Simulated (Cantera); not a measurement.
Input (Python, Cantera) and output of one run.

```python
import numpy as np
import cantera as ct

gas_names = """
    H HO2 H2 H2O H2O2 H2S H2SO4 K KH KO KOH K2 K2O2H2 K2SO4 O OH O2 O3 S SH SO SO2 SO3 S2 S2O S8
""".split()
cond_names = """
    H2O(s) H2O(L) H2SO4(L) K(cr) K(L) KOH(a) KOH(b) KOH(L) KO2(s) K2O(s) K2O2(s) K2S(1) K2S(2) K2S(3)
    K2S(L) K2SO4(a) K2SO4(b) K2SO4(L) S(cr1) S(cr2) S(L)
""".split()


# ... load() reads the species with a 1 bar reference pressure and builds the phases ...
atoms = {
    'K2SO4': {'K': 2, 'S': 1, 'O': 4},
    'H2O': {'H': 2, 'O': 1},
}
top_T = {'KO2(s)': 780, 'K2O(s)': 1000, 'K2O2(s)': 760}  # K; cautious upper limits of use, not melting points


# ... equilibrate(T, P, feed) seeds the gas with the atoms and calls Mixture.equilibrate('TP', solver="vcs", rtol=1e-11, max_steps=5000) ...
results = []
feed = {'K2SO4': 1, 'H2O': 1.2}  # mol
T = 1400  # K
for P in [10, 42, 180, 750, 3200, 13000, 56000, 240000, 1000000]:
    mix = equilibrate(T, P, feed)
    results.append((T, P, feed, dict(zip(mix.species_names, mix.species_moles))))

top = {s: max(r[3][s] / sum(r[3][g] for g in gas_names) for r in results) for s in gas_names}
cols = sorted((s for s in top if top[s] > 0.0001), key=lambda s: -top[s])[:9]
seen = [c for c in cond_names if any(r[3].get(c, 0) > 1e-12 for r in results)]
print("log10 of partial pressures in bar; condensed amounts in mol")
print(f"{'P/Pa':>10s}" + "".join(f"{s[:9]:>10s}" for s in cols + seen))
for T, P, feed, n in results:
    ng = sum(n[g] for g in gas_names)
    print(f"{P:10.4g}" + "".join(f"{np.log10(max(n[s] / ng * P / 1e5, 1e-99)):10.3f}" for s in cols)
          + "".join(f"{n.get(c, 0):10.4g}" for c in seen))
```

It prints:

```
log10 of partial pressures in bar; condensed amounts in mol
      P/Pa       H2O       KOH     K2SO4       SO2        O2         K        OH  K2SO4(L)
        10    -4.539    -4.655    -4.722    -4.842    -5.053    -5.176    -7.375         0
        42    -3.556    -4.255    -4.455    -4.522    -4.791    -5.333    -6.818    0.7446
       180    -2.798    -4.027    -4.455    -4.315    -4.603    -5.531    -6.392    0.9389
       750    -2.142    -3.835    -4.455    -4.131    -4.426    -5.711    -6.020     0.982
      3200    -1.501    -3.651    -4.455    -3.949    -4.245    -5.892    -5.654    0.9944
   1.3e+04    -0.888    -3.476    -4.455    -3.776    -4.066    -6.069    -5.303    0.9981
   5.6e+04    -0.253    -3.296    -4.455    -3.597    -3.871    -6.256    -4.936    0.9994
   2.4e+05     0.380    -3.121    -4.455    -3.422    -3.659    -6.449    -4.567    0.9998
     1e+06     1.000    -2.953    -4.455    -3.255    -3.422    -6.651    -4.198    0.9999
```

Equilibrium computed with Cantera from the NASA thermochemical tables; the gas is ideal and each condensed phase is pure.
